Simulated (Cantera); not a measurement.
An adiabatic, constant-volume homogeneous reactor starts with 5.39 % CH₄, 0.969 % C₂H₆, 0.592 % C₃H₈, 18.2 % O₂, 68.4 % N₂, 6.46 % H₂, at 1475 K and 0.630 bar.

Computed with Cantera and GRI-Mech 3.0 (53 species, 325 reactions).

One state of this run: T (K) = 2900; P (bar) = 1.30; x CH₄ = <1e-12; x C₂H₆ = <1e-12; x C₃H₈ = <1e-12; x O = 0.00833; x H₂O₂ = 3.13e-7. x: mole fraction; the columns are a selection and need not sum to one.

### Question
Which value of t (s) does it belong to?
A) 6.97e-5
B) 1.18e-5
C) 0.206
D) 2.87e-5

### Answer
C, 0.206
